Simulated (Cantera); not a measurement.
A Cantera script and what it prints.

```python
import numpy as np
import cantera as ct

gas_names = """
    Ca CaO CaOH CaO2H2 Ca2 H HO2 H2 H2O H2O2 O OH O2 O3
""".split()
cond_names = """
    Ca(a) Ca(b) Ca(L) CaO(s) CaO(L) CaO2H2(s) H2O(s) H2O(L)
""".split()


# ... load() reads the species with a 1 bar reference pressure and builds the phases ...
atoms = {
    'Ca(OH)2': {'Ca': 1, 'O': 2, 'H': 2},
    'H2O': {'H': 2, 'O': 1},
    'H2': {'H': 2},
}
top_T = {}  # K; cautious upper limits of use, not melting points


# ... equilibrate(T, P, feed) seeds the gas with the atoms and calls Mixture.equilibrate('TP', solver="vcs", rtol=1e-11, max_steps=5000) ...
results = []
feed = {'Ca(OH)2': 1, 'H2O': 0.2, 'H2': 0.011}  # mol
T = 2123  # K
for P in [10, 68, 460, 3200, 22000, 150000, 1000000]:
    mix = equilibrate(T, P, feed)
    results.append((T, P, feed, dict(zip(mix.species_names, mix.species_moles))))
    x = sorted(zip(gas.X, gas.species_names), reverse=True)
    print(f"T = {T:g} K  P = {P:g} Pa  gas = {mix.phase_moles(0):.4g} mol")
    print("   x: " + "  ".join(f"{s} {v:.3e}" for v, s in x if v > 0.001))
    print("   condensed (mol): " + ("  ".join(f"{mix.phase(i).name} {mix.phase_moles(i):.4g}"
          for i in range(1, mix.n_phases) if mix.phase_moles(i) > 1e-12) or "none"))
```

It prints:

```
T = 2123 K  P = 10 Pa  gas = 1.536 mol
   x: H2O 5.428e-01  H2 1.450e-01  H 1.366e-01  O2 6.726e-02  OH 6.324e-02  O 4.225e-02  Ca 1.916e-03
   condensed (mol): CaO(s) 0.9957
T = 2123 K  P = 68 Pa  gas = 1.339 mol
   x: H2O 7.614e-01  H2 1.004e-01  H 4.359e-02  OH 4.088e-02  O2 4.060e-02  O 1.259e-02
   condensed (mol): CaO(s) 0.9993
T = 2123 K  P = 460 Pa  gas = 1.266 mol
   x: H2O 8.773e-01  H2 6.078e-02  OH 2.328e-02  O2 2.174e-02  H 1.304e-02  O 3.542e-03
   condensed (mol): CaO(s) 0.9996
T = 2123 K  P = 3200 Pa  gas = 1.235 mol
   x: H2O 9.368e-01  H2 3.528e-02  OH 1.237e-02  O2 1.057e-02  H 3.767e-03
   condensed (mol): CaO(s) 0.9997
T = 2123 K  P = 22000 Pa  gas = 1.221 mol
   x: H2O 9.665e-01  H2 2.104e-02  OH 6.302e-03  O2 4.603e-03  H 1.109e-03
   condensed (mol): CaO(s) 0.9997
T = 2123 K  P = 150000 Pa  gas = 1.215 mol
   x: H2O 9.810e-01  H2 1.372e-02  OH 3.033e-03  O2 1.635e-03
   condensed (mol): CaO(s) 0.9997
T = 2123 K  P = 1e+06 Pa  gas = 1.212 mol
   x: H2O 9.873e-01  H2 1.054e-02  OH 1.349e-03
   condensed (mol): CaO(s) 0.9997
```

These are equilibrium values from Cantera (NASA tables, ideal gas, pure condensed phases), not measurements of a reactor.
